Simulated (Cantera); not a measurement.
Charge: 1 mol CHF3, 0.017 mol HCl, 9.3 mol H2, equilibrated at 10.0 mbar.

Equilibrium computed with Cantera from the NASA thermochemical tables; the gas is ideal and each condensed phase is pure. Candidate condensed phases: C, C6H6, C7H8, C8H18; 118 gas species. The numbers say what is thermodynamically allowed, not how fast it happens.

Task: At 2923 K, list the 7 most abundant gas species with their mole fractions, and the condensed phases.

Result: H 0.574, H2 0.214, HF 0.182, C3 0.0102, C2H2 (acetylene) 0.00882, C2H 0.00362, F 0.00261. Condensed: gas only.
